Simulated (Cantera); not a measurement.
A Cantera script and what it prints.

```python
import numpy as np
import cantera as ct

gas_names = """
    F FO FO2 F2 F2O H HF HOF HO2 H2 H2F2 H2O H2O2 H3F3 H4F4 H5F5 H6F6 H7F7 Mg MgF MgF2 MgH MgO MgOH
    MgO2H2 Mg2 Mg2F4 O OH O2 O3
""".split()
cond_names = """
    H2O(s) H2O(L) Mg(cr) Mg(L) MgF2(s) MgF2(L) MgO(s) MgO(L) MgO2H2(s)
""".split()


# ... load() reads the species with a 1 bar reference pressure and builds the phases ...
atoms = {
    'MgO': {'Mg': 1, 'O': 1},
    'F2': {'F': 2},
    'H2': {'H': 2},
}
top_T = {}  # K; cautious upper limits of use, not melting points


# ... equilibrate(T, P, feed) seeds the gas with the atoms and calls Mixture.equilibrate('TP', solver="vcs", rtol=1e-11, max_steps=5000) ...
results = []
T = 1773  # K
P = 13332.2  # Pa
for m in [0.49, 0.69, 0.88, 1.1, 1.3, 1.5, 1.7, 1.9, 2.1, 2.3]:
    feed = {'MgO': 1, 'F2': 0.73, 'H2': m}  # mol
    mix = equilibrate(T, P, feed)
    results.append((T, P, feed, dict(zip(mix.species_names, mix.species_moles))))

top = {s: max(r[3][s] / sum(r[3][g] for g in gas_names) for r in results) for s in gas_names}
cols = sorted((s for s in top if top[s] > 0.001), key=lambda s: -top[s])[:6]
seen = [c for c in cond_names if any(r[3].get(c, 0) > 1e-12 for r in results)]
print("log10 of partial pressures in bar; condensed amounts in mol")
print(f"{'n(H2)':>10s}" + "".join(f"{s[:9]:>10s}" for s in cols + seen))
for T, P, feed, n in results:
    ng = sum(n[g] for g in gas_names)
    print(f"{feed['H2']:10.4g}" + "".join(f"{np.log10(max(n[s] / ng * P / 1e5, 1e-99)):10.3f}" for s in cols)
          + "".join(f"{n.get(c, 0):10.4g}" for c in seen))
```

Output:

```
log10 of partial pressures in bar; condensed amounts in mol
     n(H2)        HF        H2       H2O        O2      MgF2   MgF2(L)    MgO(s)
      0.49    -1.019    -5.218    -1.734    -1.790    -2.561    0.3565    0.6232
      0.69    -0.976    -4.695    -1.647    -2.663    -2.561    0.2214    0.7535
      0.88    -1.011    -1.856    -1.718    -8.483    -2.561    0.1762    0.7942
       1.1    -1.065    -1.532    -1.825    -9.346    -2.561    0.1534    0.8119
       1.3    -1.107    -1.397    -1.910    -9.785    -2.561    0.1355    0.8252
       1.5    -1.145    -1.313    -1.986   -10.105    -2.561    0.1196    0.8366
       1.7    -1.180    -1.255    -2.055   -10.360    -2.561    0.1053    0.8464
       1.9    -1.211    -1.212    -2.119   -10.573    -2.561   0.09214    0.8551
       2.1    -1.241    -1.178    -2.177   -10.757    -2.561   0.08002    0.8627
       2.3    -1.268    -1.151    -2.231   -10.919    -2.561   0.06873    0.8695
```

Equilibrium computed with Cantera from the NASA thermochemical tables; the gas is ideal and each condensed phase is pure. Mutual solubility and eutectic melting of coexisting phases are not modelled.
